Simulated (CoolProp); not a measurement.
C3F8 (R218) at 383.89 K and 3.92 MPa is throttled through a valve to 1.69 MPa with no heat exchange. Each further row changes one setting.

The numbers come from the reference Helmholtz-energy equation of state, Lemmon 2006 in CoolProp. It is a short technical equation, of lower accuracy than the large ones.

```
case                       temperature change (K)  final density (kg/m³)
-------------------------  ----------------------  ---------------------
as stated                                   -21.8                    134
outlet pressure 0.507 MPa                   -32.2                   34.7
outlet pressure 2.2 MPa                     -16.8                    187
```
